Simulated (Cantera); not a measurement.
Charge: 1 mol SiO2, 2.8 mol H2, 3.2 mol H2O, at 0.550 bar.

Method: chemical equilibrium by Gibbs-energy minimisation in Cantera with the NASA 1993 tables (ideal gas, pure condensed phases). Candidate condensed phases: H2O, Si, SiO2; 18 gas species. The tables hold silica as quartz up to 1696 K and as liquid above; real silica turns to tridymite and cristobalite and melts near 1996 K. Gases not in the tables: Si(OH)4. Kinetics and transport are ignored.

x: gas mole fraction; n: condensed amount in mol.

| T (K) | x H2O | x H2 | x H | x OH | x SiO | x O | n SiO2(β-quartz) | n SiO2(condensed) |
|---|---|---|---|---|---|---|---|---|
| 1475 | 0.533 | 0.467 | 1.19e-5 | … | 1.31e-9 | 8.03e-12 | 1.00 | 0 |
| 1500 | 0.533 | 0.467 | 1.62e-5 | … | 2.73e-9 | 1.59e-11 | 1.00 | 0 |
| 1525 | 0.533 | 0.467 | 2.18e-5 | … | 5.55e-9 | 3.09e-11 | 1.00 | 0 |
| 1550 | 0.533 | 0.467 | 2.90e-5 | … | 1.10e-8 | 5.88e-11 | 1.00 | 0 |
| 1575 | 0.533 | 0.467 | 3.83e-5 | … | 2.15e-8 | 1.09e-10 | 1.00 | 0 |
| 1600 | 0.533 | 0.467 | 5.01e-5 | … | 4.08e-8 | 2.00e-10 | 1.00 | 0 |
| 1625 | 0.533 | 0.467 | 6.50e-5 | … | 7.61e-8 | 3.59e-10 | 1.00 | 0 |
| 1650 | 0.533 | 0.467 | 8.37e-5 | … | 1.39e-7 | 6.32e-10 | 1.000 | 0 |
| 1675 | 0.533 | 0.467 | 0.000107 | … | 2.50e-7 | 1.09e-9 | 1.000 | 0 |
| 1700 | 0.533 | 0.467 | 0.000136 | … | 4.39e-7 | 1.87e-9 | 0 | 1.000 |
| 1725 | 0.533 | 0.467 | 0.000171 | … | 7.55e-7 | 3.13e-9 | 0 | 1.000 |

Question: What belongs in the gaps?

Answer: 
- 1475, x OH: 3.58e-7
- 1500, x OH: 5.29e-7
- 1525, x OH: 7.73e-7
- 1550, x OH: 1.11e-6
- 1575, x OH: 1.59e-6
- 1600, x OH: 2.24e-6
- 1625, x OH: 3.13e-6
- 1650, x OH: 4.32e-6
- 1675, x OH: 5.91e-6
- 1700, x OH: 8.02e-6
- 1725, x OH: 1.08e-5
